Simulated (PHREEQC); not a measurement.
0.016 g of hydrous ferric oxide (600 m²/g; 0.2 weak and 0.005 strong sites per Fe, Dzombak-Morel constants, diffuse double layer) in 1 kg of water with 0.05 mol/kgw of an inert sodium salt and 1.2e-07 mol/kgw PbCl2, at 25 °C; the pH is set by adding NaOH or the inert anion's acid. Oxygen is held at 0.21 atm. CO2 from the air is kept out. No solid was allowed to form.

Base run: PHREEQC, ion-association model, wateq4f.dat. Each further column changes one thing. The table gives surface charge σ (C/m²).

| pH | base | background salt from 0.05 to 0.005 mol/kgw | oxide from 0.016 to 0.08 g/kgw | 4.9e-05 mol/kgw H3BO3 added |
|---|---|---|---|---|
| 3 | 0.357 | [?] | 0.357 | 0.357 |
| 3.67 | 0.323 | [?] | 0.323 | 0.323 |
| 4.33 | 0.258 | 0.147 | 0.258 | 0.258 |
| 5.67 | 0.115 | [?] | 0.115 | 0.115 |
| 6.33 | 0.067 | 0.027 | 0.067 | 0.067 |
| 7 | 0.034 | [?] | 0.034 | 0.034 |
| 7.67 | 0.012 | 0.004 | 0.012 | 0.012 |
| 8.33 | -0.006 | [?] | -0.006 | -0.006 |
| 9.67 | -0.055 | -0.021 | -0.055 | -0.055 |
| 10.33 | -0.097 | [?] | -0.097 | -0.097 |
| 11 | -0.157 | [?] | -0.158 | -0.158 |

### Question
Some entries are withheld; supply them.

### Answer

- 3, background salt from 0.05 to 0.005 mol/kgw: 0.302
- 3.67, background salt from 0.05 to 0.005 mol/kgw: 0.221
- 5.67, background salt from 0.05 to 0.005 mol/kgw: 0.051
- 7, background salt from 0.05 to 0.005 mol/kgw: 0.013
- 8.33, background salt from 0.05 to 0.005 mol/kgw: -0.002
- 10.33, background salt from 0.05 to 0.005 mol/kgw: -0.042
- 11, background salt from 0.05 to 0.005 mol/kgw: -0.080

The oxide is taken as insoluble; below pH 4 it would dissolve.
